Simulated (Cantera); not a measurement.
A Cantera script and its output.

```python
import numpy as np
import cantera as ct

gas = ct.Solution("gri30.yaml")
gas.TPX = 1600, 510000, {'CH4': 1, 'C2H6': 0.06, 'C3H8': 0.3, 'O2': 1.95, 'N2': 7.34}
reactor = ct.IdealGasConstPressureReactor(gas, energy="on", clone=False)
net = ct.ReactorNet([reactor])
net.rtol, net.atol = 1e-08, 1e-16
show = ['CH4', 'C2H6', 'C3H8', 'NO2', 'NO', 'C2H2']
times = np.geomspace(2e-06, 0.2, 16)

steps = ct.SolutionArray(gas, extra=["t"])
rows = []
print(f"{'t/s':>10s}{'T/K':>9s}{'P/Pa':>11s}" + "".join(f"{s:>11s}" for s in show))
for t in times:
    while net.time < t:
        t_next = net.step()
        steps.append(gas.state, t=t_next)
    rows.append([np.interp(t, steps.t, y) for y in (steps.T, steps.P, *steps(*show).X.T)])
    print(f"{t:10.3e}{rows[-1][0]:9.1f}{rows[-1][1]:11.4g}" + "".join(f"{x:11.3e}" for x in rows[-1][2:]))
rate = np.gradient(steps.T, steps.t)
print("integrator steps:", len(steps.t))
if steps.T.max() > steps.T[0] + 200:
    print(f"time of steepest temperature rise: {steps.t[rate.argmax()]:.4e} s")
gas.TPX = 1600, 510000, {'CH4': 1, 'C2H6': 0.06, 'C3H8': 0.3, 'O2': 1.95, 'N2': 7.34}
gas.equilibrate("HP")
print(f"equilibrium (HP): T = {gas.T:.1f} K  " + "  ".join(f"{s} {gas[s].X[0]:.3e}" for s in show))
```

Output:

```
       t/s      T/K       P/Pa        CH4       C2H6       C3H8        NO2         NO       C2H2
 2.000e-06   1592.3    5.1e+05  9.318e-02  5.620e-03  2.628e-02  2.281e-14  3.111e-12  1.117e-06
 4.309e-06   1593.0    5.1e+05  9.186e-02  6.113e-03  2.342e-02  3.199e-13  1.849e-11  1.020e-05
 9.283e-06   1608.0    5.1e+05  8.821e-02  6.998e-03  1.685e-02  4.214e-12  9.605e-11  8.196e-05
 2.000e-05   1888.2    5.1e+05  5.574e-02  2.458e-03  4.049e-04  3.366e-10  2.164e-08  3.488e-03
 4.309e-05   2714.0    5.1e+05  7.153e-05  9.025e-10  3.438e-14  5.277e-09  2.563e-04  1.909e-04
 9.283e-05   2700.6    5.1e+05  1.324e-09  5.774e-18  1.210e-26  9.118e-09  4.248e-04  2.651e-09
 2.000e-04   2697.5    5.1e+05  1.054e-10  3.559e-21  2.737e-31  9.249e-09  4.256e-04  3.848e-13
 4.309e-04   2697.6    5.1e+05  1.045e-10  3.509e-21  2.681e-31  8.748e-09  4.021e-04  3.812e-13
 9.283e-04   2697.8    5.1e+05  1.041e-10  3.486e-21  2.656e-31  8.183e-09  3.758e-04  3.798e-13
 2.000e-03   2697.9    5.1e+05  1.039e-10  3.473e-21  2.642e-31  7.844e-09  3.601e-04  3.790e-13
 4.309e-03   2698.0    5.1e+05  1.039e-10  3.470e-21  2.639e-31  7.782e-09  3.572e-04  3.789e-13
 9.283e-03   2698.0    5.1e+05  1.039e-10  3.470e-21  2.639e-31  7.780e-09  3.571e-04  3.789e-13
 2.000e-02   2698.0    5.1e+05  1.039e-10  3.470e-21  2.639e-31  7.780e-09  3.571e-04  3.789e-13
 4.309e-02   2698.0    5.1e+05  1.039e-10  3.470e-21  2.639e-31  7.780e-09  3.571e-04  3.789e-13
 9.283e-02   2698.0    5.1e+05  1.039e-10  3.470e-21  2.639e-31  7.780e-09  3.571e-04  3.789e-13
 2.000e-01   2698.0    5.1e+05  1.039e-10  3.470e-21  2.639e-31  7.780e-09  3.571e-04  3.789e-13
integrator steps: 1666
time of steepest temperature rise: 2.3403e-05 s
equilibrium (HP): T = 2698.0 K  CH4 1.166e-10  C2H6 4.256e-21  C3H8 3.482e-31  NO2 7.780e-09  NO 3.571e-04  C2H2 4.152e-13
```

Cantera simulation using GRI-Mech 3.0 (53 species, 325 reactions); the numbers are that mechanism's predictions, not measurements. GRI-Mech 3.0 was tuned for natural gas; its chemistry of propane as a main component is partial and can be far from experiment.
